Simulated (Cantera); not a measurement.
Input (Python, Cantera):

```python
import numpy as np
import cantera as ct

gas = ct.Solution("gri30.yaml")


def delay(T, t_max=10):
    gas.TPX = T, 2300000, {'CO': 1, 'H2': 0.24, 'O2': 1.11, 'N2': 4.16}
    reactor = ct.IdealGasConstPressureReactor(gas, clone=False)
    net = ct.ReactorNet([reactor])
    net.rtol, net.atol = 1e-8, 1e-16
    while net.time < t_max:
        t_old, T_old = net.time, reactor.T
        net.step()
        if reactor.T > T + 400:  # ignition: a rise of 400 K
            return t_old + (T + 400 - T_old) / (reactor.T - T_old) * (net.time - t_old)
    return np.nan


taus = []
for T in [1300, 1400, 1500, 1600, 1700, 1800, 1900]:
    taus.append(delay(T))
    print(f"T0 = {T:6g} K   tau = {taus[-1]:.4e} s")
```

Output:

```
T0 =   1300 K   tau = 1.5778e-05 s
T0 =   1400 K   tau = 4.5531e-06 s
T0 =   1500 K   tau = 2.3705e-06 s
T0 =   1600 K   tau = 1.6338e-06 s
T0 =   1700 K   tau = 1.2918e-06 s
T0 =   1800 K   tau = 1.1059e-06 s
T0 =   1900 K   tau = 9.9759e-07 s
```

Model: GRI-Mech 3.0 (53 species, 325 reactions), integrated in Cantera. The hydrogen kinetics of GRI-Mech 3.0 are dated; newer H2 mechanisms differ, most at raised pressure. The pressure lies above the range GRI-Mech 3.0 was tuned for (to about 10 atm). Where the delays flatten at high temperature, the 400 K rule measures the pace of heat release, not the induction time.
